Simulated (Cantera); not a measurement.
Mixture: 9.51 % CH4, 19.0 % O2, 71.5 % N2, at 9.87 atm, adiabatic and at constant pressure. Ignition delay is the time to a rise of 400 K.

Cantera simulation using GRI-Mech 3.0 (53 species, 325 reactions); the numbers are that mechanism's predictions, not measurements.

Q: Predict: delay at 1000 K; delay at 1200 K; delay at 1400 K; delay at 1600 K; delay at 1800 K; apparent activation energy between 1600 and 1800 K.

A: 
```
Item                                                     Value
--------------------------------------------------  ----------
delay at 1000 K                                        83.1 ms
delay at 1200 K                                        4.74 ms
delay at 1400 K                                       0.502 ms
delay at 1600 K                                        75.7 µs
delay at 1800 K                                        16.0 µs
apparent activation energy between 1600 and 1800 K  190 kJ/mol
```
